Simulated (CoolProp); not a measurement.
Properties of C3F8 (R218) at several states (Tc = 71.9 °C, pc = 2640 kPa, ω = 0.317).

Computed with CoolProp (reference Helmholtz-energy equation of state, Lemmon 2006). It is a short technical equation, of lower accuracy than the large ones.

```json
[
 {"T (°C)": "-58.95", "p (kPa)": "149", "phase": "liquid", "density (kg/m³)": "?", "cp (kJ/(kg K))": "?", "cv (kJ/(kg K))": "?"},
 {"T (°C)": "-56.15", "p (kPa)": "485", "phase": "liquid", "density (kg/m³)": "?", "cp (kJ/(kg K))": "0.9331", "cv (kJ/(kg K))": "?"},
 {"T (°C)": "-5.55", "p (kPa)": "141", "phase": "gas", "density (kg/m³)": "?", "cp (kJ/(kg K))": "?", "cv (kJ/(kg K))": "?"}
]
```

Q: What belongs in the gaps?

A: 
- -58.95, density (kg/m³): 1696
- -58.95, cp (kJ/(kg K)): 0.9282
- -58.95, cv (kJ/(kg K)): 0.6466
- -56.15, density (kg/m³): 1687
- -56.15, cv (kJ/(kg K)): 0.6517
- -5.55, density (kg/m³): 12.48
- -5.55, cp (kJ/(kg K)): 0.7628
- -5.55, cv (kJ/(kg K)): 0.7061
